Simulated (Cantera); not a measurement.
An adiabatic, constant-pressure homogeneous reactor starts with 4.79 % C₃H₈, 20.0 % O₂, 75.2 % N₂, at 1300 K and 520000 Pa.

Computed with Cantera and GRI-Mech 3.0 (53 species, 325 reactions). GRI-Mech 3.0 was tuned for natural gas; its chemistry of propane as a main component is partial and can be far from experiment.

Task: Predict: time of steepest temperature rise; temperature at 0.800 s; equilibrium temperature; x(O₂) at 0.800 s; x(O) at 0.800 s; x(NO) at 0.800 s; x(NO₂) at 0.800 s.

Result: 
```json
{
 "time_of_steepest_temperature_rise": "0.444 ms",
 "temperature at 0.800 s": "2814 K",
 "equilibrium_temperature": "2814 K",
 "x(O₂) at 0.800 s": "0.00432 (gas-phase equilibrium 0.00432)",
 "x(O) at 0.800 s": "0.00166 (gas-phase equilibrium 0.00166)",
 "x(NO) at 0.800 s": "0.00501 (gas-phase equilibrium 0.00501)",
 "x(NO₂) at 0.800 s": "1.09e-6 (gas-phase equilibrium 1.09e-6)"
}
```
